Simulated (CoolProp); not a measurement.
R365MFC along the isotherm 268.4 K: density (kg/m³) from the reference equation and from simpler models built on Tc = 460.0 K, pc = 32.66 bar, ω = 0.377; each cubic takes its own stable root.

Computed with CoolProp (reference Helmholtz-energy equation of state, Lemmon 2016).

```
p (bar)   phase  reference  Redlich-Kwong  Peng-Robinson
-------  ------  ---------  -------------  -------------
40.8     liquid       1326           1177           1379
81.7     liquid       1333           1191           1387
122      liquid       1340              …           1395
163      liquid          …           1213           1402
204      liquid       1352           1222           1408
245      liquid       1358           1231           1414
286      liquid          …              …           1420
327      liquid          …           1246           1425
```

Fill in the missing entries.


- 122, Redlich-Kwong: 1202
- 163, reference: 1346
- 286, reference: 1364
- 286, Redlich-Kwong: 1239
- 327, reference: 1369
